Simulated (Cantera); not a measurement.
Source: NASA polynomial tables (part measured, part estimated), evaluated in Cantera. Values are per mole of reaction as written; species without (g) are pure solids or liquids, kept so even where they would boil at 1 bar.

Between 300 and 2198 K, where is each reaction favourable under standard conditions?
- 4 NO2(g) + 3 Ta ⇌ 2 N2O(g) + 3 TaO2(g)


- 4 NO2(g) + 3 Ta ⇌ 2 N2O(g) + 3 TaO2(g): ΔG° is -635 kJ at 300 K and -969 kJ at 2198 K; it stays negative (K > 1). ΔH° is -616 kJ and ΔS° 161 J/K at 2198 K.
